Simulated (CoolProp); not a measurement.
A closed Brayton cycle with carbon dioxide: compressor inlet 308.15 K and 8.1 MPa, high pressure 26.6 MPa, turbine inlet 635 K, compressor efficiency 0.85, turbine efficiency 0.85, recuperator effectiveness 0 (on enthalpy, no pinch check). Each further row changes one setting.

Computed with CoolProp (reference Helmholtz-energy equation of state, Span 1996).

```
case                           thermal efficiency (%)  net work (kJ/kg)  compressor to turbine work  compressor exit (K)  turbine exit (K)
-----------------------------  ----------------------  ----------------  --------------------------  -------------------  ----------------
as stated                                        16.2              68.9                        0.34                359.6             518.0
turbine inlet 585 K                              15.9              57.3                        0.38                359.6        (withheld)
compressor inlet 318.15 K                        14.6        (withheld)                  (withheld)                412.1             518.0
high pressure 22.6 MPa                     (withheld)              63.4                  (withheld)                352.0             533.8
recuperator effectiveness 0.5                    20.9              68.9                        0.34                359.6             518.0
```

Fill in the missing entries.


- turbine inlet 585 K, turbine exit (K): 472.0
- compressor inlet 318.15 K, net work (kJ/kg): 46.4
- compressor inlet 318.15 K, compressor to turbine work: 0.56
- high pressure 22.6 MPa, thermal efficiency (%): 14.5
- high pressure 22.6 MPa, compressor to turbine work: 0.31
